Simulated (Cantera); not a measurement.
Input: 1 mol TEOS, 1.5 mol NO, 7.5 mol H₂, equilibrated at 1.70 mbar.

Cantera equilibrium calculation (NASA polynomials, part measured and part estimated; ideal gas, pure solids and liquids). Candidate condensed phases: C, C₆H₆, C₇H₈, C₈H₁₈, H₂O, Si, SiC, SiO₂, Si₂N₂O, Si₃N₄; 151 gas species. The feed counts by its element totals alone. Kinetics and transport are ignored.

### Question
Which condensed phases are stable at each of these points (T (K)): 1325, 1400, 1475, 1550, 1625, 1700, 1775, 1850, 1925, 2000, 2075?

### Answer
```csv
T (K),condensed phases,Si condensed (%)
1325,C(graphite) + Si₂N₂O(s),99.8
1400,C(graphite) + SiC(s),99.3
1475,C(graphite) + SiC(s),99.0
1550,C(graphite) + SiC(s),98.7
1625,C(graphite) + SiC(s),98.3
1700,C(graphite) + SiC(s),97.7
1775,C(graphite) + SiC(s),97.1
1850,C(graphite) + SiC(s),96.2
1925,C(graphite) + SiC(s),94.6
2000,C(graphite) + SiC(s),91.1
2075,C(graphite) + SiC(s),81.8
```

At 1325 K the condensed part is C(graphite) + Si₂N₂O(s). From 1400 K to 2075 K the condensed part is C(graphite) + SiC(s).
